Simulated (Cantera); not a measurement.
Premixed flame

A freely propagating, adiabatic, planar premixed flame of 19.5 % H2, 16.5 % O2, 62.1 % N2, 1.95 % H2O, unburnt at 423 K and 1.01 bar; mixture-averaged transport, grid criteria slope 0.08 and curve 0.16, no radiation.

Computed with Cantera and the H2/O2 subset of GRI-Mech 3.0, which has no nitrogen chemistry. Burning velocities carry a grid error of a few per cent, more on coarse grids. Lean hydrogen flames are cellular in practice and burn faster than this planar one.

```json
[
 {"z (mm)": "-1.13", "T (K)": "423", "u (m/s)": "1.50", "x H2": "0.195", "x O2": "0.165", "x HO2": "<1e-8", "x H2O": "0.0195", "x H": "<1e-8", "x O": "<1e-8"},
 {"z (mm)": "-0.751", "T (K)": "423", "u (m/s)": "1.50", "x H2": "0.194", "x O2": "0.165", "x HO2": "3.54e-8", "x H2O": "0.0195", "x H": "<1e-8", "x O": "<1e-8"},
 {"z (mm)": "-0.564", "T (K)": "424", "u (m/s)": "1.50", "x H2": "0.192", "x O2": "0.166", "x HO2": "4.42e-7", "x H2O": "0.0196", "x H": "<1e-8", "x O": "<1e-8"},
 {"z (mm)": "-0.376", "T (K)": "428", "u (m/s)": "1.50", "x H2": "0.184", "x O2": "0.167", "x HO2": "5.95e-6", "x H2O": "0.0200", "x H": "<1e-8", "x O": "6.49e-8"},
 {"z (mm)": "-0.188", "T (K)": "515", "u (m/s)": "1.75", "x H2": "0.151", "x O2": "0.170", "x HO2": "0.000278", "x H2O": "0.0288", "x H": "1.94e-5", "x O": "6.30e-6"},
 {"z (mm)": "-0.0939", "T (K)": "789", "u (m/s)": "2.60", "x H2": "0.110", "x O2": "0.160", "x HO2": "0.000286", "x H2O": "0.0633", "x H": "0.00117", "x O": "0.000211"},
 {"z (mm)": "0", "T (K)": "1132", "u (m/s)": "3.69", "x H2": "0.0622", "x O2": "0.132", "x HO2": "0.000139", "x H2O": "0.123", "x H": "0.00594", "x O": "0.00208"},
 {"z (mm)": "0.0939", "T (K)": "1377", "u (m/s)": "4.47", "x H2": "0.0276", "x O2": "0.102", "x HO2": "8.06e-5", "x H2O": "0.174", "x H": "0.00948", "x O": "0.00513"},
 {"z (mm)": "0.188", "T (K)": "1519", "u (m/s)": "4.92", "x H2": "0.0133", "x O2": "0.0867", "x HO2": "5.53e-5", "x H2O": "0.199", "x H": "0.00874", "x O": "0.00627"},
 {"z (mm)": "0.376", "T (K)": "1656", "u (m/s)": "5.34", "x H2": "0.00683", "x O2": "0.0796", "x HO2": "3.52e-5", "x H2O": "0.213", "x H": "0.00500", "x O": "0.00509"},
 {"z (mm)": "0.751", "T (K)": "1758", "u (m/s)": "5.64", "x H2": "0.00371", "x O2": "0.0778", "x HO2": "1.95e-5", "x H2O": "0.221", "x H": "0.00184", "x O": "0.00279"},
 {"z (mm)": "1.50", "T (K)": "1816", "u (m/s)": "5.81", "x H2": "0.00155", "x O2": "0.0775", "x HO2": "8.78e-6", "x H2O": "0.227", "x H": "0.000465", "x O": "0.00115"},
 {"z (mm)": "3.01", "T (K)": "1842", "u (m/s)": "5.88", "x H2": "0.000513", "x O2": "0.0778", "x HO2": "3.36e-6", "x H2O": "0.229", "x H": "8.58e-5", "x O": "0.000380"}
]
```
x: mole fraction of selected species; z is measured from the peak of heat release.

* **laminar burning velocity**: 150 cm/s
* **thermal thickness**: 0.376 mm
* **peak x(HO2)**: 0.000380
* **peak x(H)**: 0.00960
* **peak x(O)**: 0.00627
* **grid points**: 110
